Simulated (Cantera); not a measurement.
A freely propagating, adiabatic, planar premixed flame of 3.48 % CH4, 0.731 % C2H6, 1.46 % C3H8, 19.8 % O2, 74.5 % N2, equivalence ratio 0.85, unburnt at 650 K and 2550 Torr; mixture-averaged transport, grid criteria slope 0.08 and curve 0.16, no radiation.

Model: GRI-Mech 3.0 (53 species, 325 reactions), integrated in Cantera. GRI-Mech 3.0 was tuned for natural gas; its chemistry of propane as a main component is partial and can be far from experiment. Burning velocities carry a grid error of a few per cent, more on coarse grids.

Problem. Predict: laminar burning velocity; thermal thickness; peak x(HO2).

Solution. 
```
Item                         Value
------------------------  --------
laminar burning velocity  109 cm/s
thermal thickness         0.113 mm
peak x(HO2)               0.000370
```
